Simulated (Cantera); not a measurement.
A closed system holds: 1 mol Cu, 8.4 mol HF, at 47.0 Pa.

These are equilibrium values from Cantera (NASA tables, ideal gas, pure condensed phases), not measurements of a reactor. Candidate condensed phases: Cu, CuF2; 15 gas species. The numbers say what is thermodynamically allowed, not how fast it happens.

log p: log10 of the partial pressure in bar; n: condensed amount in mol.

```tsv
T (K)	log p HF	log p Cu	log p CuF	log p H2	n Cu(s)	n Cu(l)
550	-3.33	<-15	<-15	<-15	1.00	0
700	-3.33	<-15	-12.15	-12.44	1.00	0
850	-3.33	…	…	…	1.000	0
1000	-3.33	-10.81	-8.31	-8.61	1.000	0
1150	-3.33	…	…	…	0.999	0
1300	-3.33	-6.80	-6.25	-6.56	0.987	0
1450	-3.33	-5.46	-5.58	-5.88	0	0.890
```

**Question.** Complete the blanks.

**Answer.** 
- 1150, log p Cu: -8.54
- 1150, log p CuF: -7.14
- 1150, log p H2: -7.44
- 850, log p Cu: -13.89
- 850, log p CuF: -9.88
- 850, log p H2: -10.18
